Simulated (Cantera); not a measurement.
Input: 1 mol Si2H6, 7.9 mol N2, held at 1148 K and 1.00 bar.

Method: chemical equilibrium by Gibbs-energy minimisation in Cantera with the NASA 1993 tables (ideal gas, pure condensed phases). Candidate condensed phases: Si, Si3N4; 18 gas species. The feed counts by its element totals alone. N2 is the only nitrogen source here; it is nearly inert below about 1500 K, so the nitride shown seldom forms there in practice. Rates play no part.

Base state: N2 0.686, H2 0.314, NH3 3.58e-5 (mole fractions); condensed: Si3N4(s).

What changes in the equilibrium state with this change: Si2H6 replaced by SiH2Cl2?


```tsv
species	before	after
N2	0.686	0.805
HCl	0	0.125
H2	0.314	0.0467
SiCl4	0	0.0232
SiHCl3	0	0.000174
SiCl3	0	7.33e-5
NH3	3.58e-5	2.23e-6
Si3N4(s), mol	0.667	0.262
```
The tables' values for SiCl3 are old estimates; treat these amounts as uncertain. Further candidate phases: NH4Cl.

What changes in the equilibrium state with this change: Si2H6 replaced by SiCl4?


```json
[
 {"species": "N2", "before": "0.686", "after": "0.888"},
 {"species": "SiCl4", "before": "0", "after": "0.112"},
 {"species": "H2", "before": "0.314", "after": "0"},
 {"species": "NH3", "before": "3.58e-5", "after": "0"},
 {"species": "Si3N4(s), mol", "before": "0.667", "after": "0"}
]
```
